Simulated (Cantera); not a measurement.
What does this Cantera script print?

```python
import numpy as np
import cantera as ct

gas_names = [...]  # 116 gases of nasa_gas.yaml made of C, H, Mg, O
cond_names = """
    C(gr) C6H6(L) C7H8(L) C8H18(L),n-octa H2O(s) H2O(L) Mg(cr) Mg(L) MgCO3(s) MgO(s) MgO(L) MgO2H2(s)
""".split()


# ... load() reads the species with a 1 bar reference pressure and builds the phases ...
atoms = {
    'MgO': {'Mg': 1, 'O': 1},
    'CO': {'C': 1, 'O': 1},
    'H2': {'H': 2},
}
top_T = {'C(gr)': 4500}  # K; cautious upper limits of use, not melting points


# ... equilibrate(T, P, feed) seeds the gas with the atoms and calls Mixture.equilibrate('TP', solver="vcs", rtol=1e-11, max_steps=5000) ...
results = []
T = 2475  # K
P = 220000  # Pa
for m in [0.13, 0.69, 1.3, 1.8, 2.4, 2.9, 3.5]:
    feed = {'MgO': 1, 'CO': 1.5, 'H2': m}  # mol
    mix = equilibrate(T, P, feed)
    results.append((T, P, feed, dict(zip(mix.species_names, mix.species_moles))))
    x = sorted(zip(gas.X, gas.species_names), reverse=True)
    print(f"T = {T:g} K  P = {P:g} Pa  n(H2) = {m:g} mol  gas = {mix.phase_moles(0):.4g} mol")
    print("   x: " + "  ".join(f"{s} {v:.3e}" for v, s in x if v > 1e-05))
    print("   condensed (mol): " + ("  ".join(f"{mix.phase(i).name} {mix.phase_moles(i):.4g}"
          for i in range(1, mix.n_phases) if mix.phase_moles(i) > 1e-12) or "none"))
```

Output:

```
T = 2475 K  P = 220000 Pa  n(H2) = 0.13 mol  gas = 1.664 mol
   x: CO 8.887e-01  H2 6.985e-02  Mg 1.849e-02  CO2 1.252e-02  H2O 6.031e-03  H 4.009e-03  MgOH 2.023e-04  MgH 1.427e-04  OH 6.968e-05  MgO 1.729e-05
   condensed (mol): MgO(s) 0.9686
T = 2475 K  P = 220000 Pa  n(H2) = 0.69 mol  gas = 2.256 mol
   x: CO 6.579e-01  H2 2.831e-01  Mg 2.483e-02  H2O 1.820e-02  H 8.071e-03  CO2 6.901e-03  MgOH 4.072e-04  MgH 3.858e-04  OH 1.044e-04  MgO 1.729e-05  MgO2H2 1.517e-05
   condensed (mol): MgO(s) 0.9421
T = 2475 K  P = 220000 Pa  n(H2) = 1.3 mol  gas = 2.897 mol
   x: CO 5.129e-01  H2 4.194e-01  Mg 2.814e-02  H2O 2.379e-02  H 9.823e-03  CO2 4.748e-03  MgH 5.320e-04  MgOH 4.956e-04  OH 1.122e-04  MgO2H2 1.983e-05  MgO 1.729e-05
   condensed (mol): MgO(s) 0.9154
T = 2475 K  P = 220000 Pa  n(H2) = 1.8 mol  gas = 3.422 mol
   x: H2 4.935e-01  CO 4.345e-01  Mg 2.978e-02  H2O 2.645e-02  H 1.066e-02  CO2 3.800e-03  MgH 6.108e-04  MgOH 5.376e-04  OH 1.150e-04  MgO2H2 2.205e-05  MgO 1.729e-05
   condensed (mol): MgO(s) 0.894
T = 2475 K  P = 220000 Pa  n(H2) = 2.4 mol  gas = 4.052 mol
   x: H2 5.574e-01  CO 3.671e-01  Mg 3.112e-02  H2O 2.859e-02  H 1.132e-02  CO2 3.073e-03  MgH 6.784e-04  MgOH 5.714e-04  OH 1.169e-04  MgO2H2 2.383e-05  MgO 1.729e-05
   condensed (mol): MgO(s) 0.8687
T = 2475 K  P = 220000 Pa  n(H2) = 2.9 mol  gas = 4.576 mol
   x: H2 5.972e-01  CO 3.251e-01  Mg 3.193e-02  H2O 2.986e-02  H 1.172e-02  CO2 2.652e-03  MgH 7.205e-04  MgOH 5.914e-04  OH 1.180e-04  MgO2H2 2.489e-05  MgO 1.729e-05
   condensed (mol): MgO(s) 0.8477
T = 2475 K  P = 220000 Pa  n(H2) = 3.5 mol  gas = 5.205 mol
   x: H2 6.346e-01  CO 2.859e-01  Mg 3.267e-02  H2O 3.100e-02  H 1.208e-02  CO2 2.279e-03  MgH 7.598e-04  MgOH 6.096e-04  OH 1.189e-04  MgO2H2 2.585e-05  MgO 1.729e-05
   condensed (mol): MgO(s) 0.8226
```

Method: chemical equilibrium by Gibbs-energy minimisation in Cantera with the NASA 1993 tables (ideal gas, pure condensed phases). The tables' values for MgH are old estimates; treat these amounts as uncertain.
